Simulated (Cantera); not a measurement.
## Low-pressure radical oxidation in H2/O2

A perfectly stirred reactor is fed with 2.63 % H₂, 97.4 % O₂, equivalence ratio 0.013, at 260 Pa; it is held at 1250 K, and followed from long to short residence time.

Model: the H2/O2 subset of GRI-Mech 3.0, which has no nitrogen chemistry, integrated in Cantera. Radical loss at walls, strong at low pressure, is not modelled.

```csv
τ (s),x H₂,x O₂,x O,x H₂O₂,x HO₂,x OH,x H₂O
4.1,0.000146,0.963,0.00916,8.22e-9,2.56e-7,0.00157,0.0252
1.9,0.000205,0.960,0.0124,8.65e-9,2.90e-7,0.00182,0.0247
0.87,0.000280,0.956,0.0155,9.01e-9,3.17e-7,0.00205,0.0243
0.40,0.000385,0.954,0.0177,9.47e-9,3.38e-7,0.00224,0.0238
0.19,0.000553,0.952,0.0188,1.02e-8,3.54e-7,0.00242,0.0234
0.086,0.000898,0.952,0.0190,1.18e-8,3.75e-7,0.00267,0.0228
0.040,0.00156,0.952,0.0183,1.44e-8,3.98e-7,0.00302,0.0218
0.018,0.00294,0.954,0.0166,1.85e-8,4.23e-7,0.00349,0.0200
0.0085,0.00538,0.956,0.0141,2.28e-8,4.36e-7,0.00391,0.0174
0.0039,0.0100,0.960,0.0103,2.45e-8,4.25e-7,0.00395,0.0130
0.0018,0.0179,0.967,0.00496,1.51e-8,3.58e-7,0.00271,0.00633
```
x: mole fraction; the columns are a selection and need not sum to one.
